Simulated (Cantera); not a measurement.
## NaCl + HCl + H2 (halide evaporation, hydrolysis and transport)

Input: 1 mol NaCl, 2.2 mol HCl, 1.5 mol H2, at 10.0 mbar.

Method: chemical equilibrium by Gibbs-energy minimisation in Cantera with the NASA 1993 tables (ideal gas, pure condensed phases). Candidate condensed phases: Na, NaCl; 10 gas species. The numbers say what is thermodynamically allowed, not how fast it happens.

```tsv
T (K)	log p HCl	log p H2	log p NaCl	log p Cl	log p H	log p Na
1523	-2.33	-2.50	-2.68	-5.81	-5.88	-6.00
1573	-2.33	-2.50	-2.67	-5.57	-5.64	-5.79
1623	-2.33	-2.50	-2.67	-5.35	-5.41	-5.59
1673	-2.33	-2.50	-2.67	-5.13	-5.19	-5.40
1723	-2.33	-2.50	-2.67	-4.93	-4.99	-5.22
1773	-2.33	-2.50	-2.68	-4.74	-4.79	-5.06
1823	-2.33	-2.50	-2.68	-4.56	-4.61	-4.90
1873	-2.33	-2.50	-2.68	-4.40	-4.44	-4.75
1923	-2.34	-2.50	-2.68	-4.24	-4.28	-4.61
1973	-2.34	-2.50	-2.68	-4.08	-4.12	-4.48
2023	-2.34	-2.50	-2.69	-3.94	-3.97	-4.35
2073	-2.35	-2.51	-2.69	-3.81	-3.83	-4.23
2123	-2.35	-2.51	-2.70	-3.68	-3.70	-4.11
2173	-2.36	-2.52	-2.71	-3.56	-3.57	-4.01
```
log p: log10 of the partial pressure in bar; nothing condenses.

From 1523 K to 2173 K nothing is condensed. The main Na-bearing gas is NaCl throughout.
